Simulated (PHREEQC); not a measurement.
HCl is added in steps, without added water, to 1 kg of water holding 5.4 mmol/kgw NaH2PO4 and 0.3 mmol/kgw HF, at 46 °C. Oxygen is held at 0.21 atm. CO2 from the air is kept out. Solids allowed: Halite. Others were left out.

Base run: PHREEQC, ion-association model, wateq4f.dat. Each further column changes one thing. The table gives F- (mol/kgw).

```
HCl added (mol)      base  Debye-Hückel limiting law  Davies equation for every ion  database phreeqc.dat  metal-ligand complexes left out
---------------  --------  -------------------------  -----------------------------  --------------------  -------------------------------
0                0.000239                   0.000240                       0.000239              0.000239                         0.000240
0.00225           8.39e-5                    8.48e-5                        8.41e-5               8.39e-5                          8.40e-5
0.004125          5.14e-5                    5.23e-5                        5.17e-5               5.15e-5                          5.15e-5
0.006375          3.42e-5                    3.50e-5                        3.44e-5               3.42e-5                          3.42e-5
0.008625          2.53e-5                    2.61e-5                        2.55e-5               2.53e-5                          2.53e-5
0.01087           1.99e-5                    2.07e-5                        2.01e-5               1.99e-5                          1.99e-5
0.01275           1.69e-5                    1.77e-5                        1.71e-5               1.69e-5                          1.69e-5
0.015             1.43e-5                    1.51e-5                        1.45e-5               1.43e-5                          1.43e-5
```

H3PO4, which wateq4f.dat lacks, is added to it with the constant of phreeqc.dat. At this temperature some constants are extrapolated from 25 °C, and those without enthalpy data are left unchanged. phreeqc.dat and wateq4f.dat share most of their constants, so their agreement is no independent check.
